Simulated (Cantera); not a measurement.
# Adiabatic ignition

An adiabatic, constant-volume homogeneous reactor starts with H2 : O2 : N2 = 1 : 1.47 : 5.53 (molar parts), equivalence ratio 0.34, at 1625 K and 9.87 atm.

Detailed kinetics in Cantera: GRI-Mech 3.0 (53 species, 325 reactions). The hydrogen kinetics of GRI-Mech 3.0 are dated; newer H2 mechanisms differ, most at raised pressure.

```csv
t (s),T (K),P (bar),x H2,x O2,x H,x O,x NO,x H2O2,x H2O
2.00e-6,2451,14.3,0.00417,0.121,0.00331,0.0103,5.63e-5,1.48e-6,0.116
5.02e-6,2610,15.1,0.00106,0.125,0.000386,0.00257,0.000126,1.50e-6,0.126
1.26e-5,2616,15.2,0.000942,0.125,0.000326,0.00230,0.000240,1.56e-6,0.126
3.17e-5,2616,15.2,0.000940,0.125,0.000325,0.00229,0.000521,1.56e-6,0.126
7.96e-5,2614,15.1,0.000935,0.125,0.000322,0.00227,0.00121,1.55e-6,0.127
0.000200,2611,15.1,0.000924,0.124,0.000315,0.00223,0.00283,1.54e-6,0.127
0.000502,2603,15.1,0.000900,0.123,0.000302,0.00214,0.00630,1.50e-6,0.127
0.00126,2590,15.0,0.000862,0.120,0.000281,0.00200,0.0120,1.45e-6,0.127
0.00317,2577,14.9,0.000828,0.117,0.000263,0.00187,0.0172,1.40e-6,0.127
0.00796,2574,14.9,0.000819,0.117,0.000258,0.00184,0.0187,1.38e-6,0.127
0.0200,2574,14.9,0.000819,0.117,0.000257,0.00184,0.0187,1.38e-6,0.127
0.0502,2574,14.9,0.000819,0.117,0.000257,0.00184,0.0187,1.38e-6,0.127
0.126,2574,14.9,0.000819,0.117,0.000257,0.00184,0.0187,1.38e-6,0.127
0.317,2574,14.9,0.000819,0.117,0.000257,0.00184,0.0187,1.38e-6,0.127
0.796,2574,14.9,0.000819,0.117,0.000257,0.00184,0.0187,1.38e-6,0.127
2.00,2574,14.9,0.000819,0.117,0.000257,0.00184,0.0187,1.38e-6,0.127
```
x: mole fraction; the columns are a selection and need not sum to one.

The time of steepest temperature rise is 1.14 µs, the temperature at 2.00 s comes out as 2574 K and the equilibrium temperature is 2574 K. The x(H2) at 2.00 s comes out as 0.000819 (gas-phase equilibrium 0.000819) and the x(O2) at 2.00 s is 0.117 (gas-phase equilibrium 0.117). The x(H) at 2.00 s is 0.000257 (gas-phase equilibrium 0.000257).
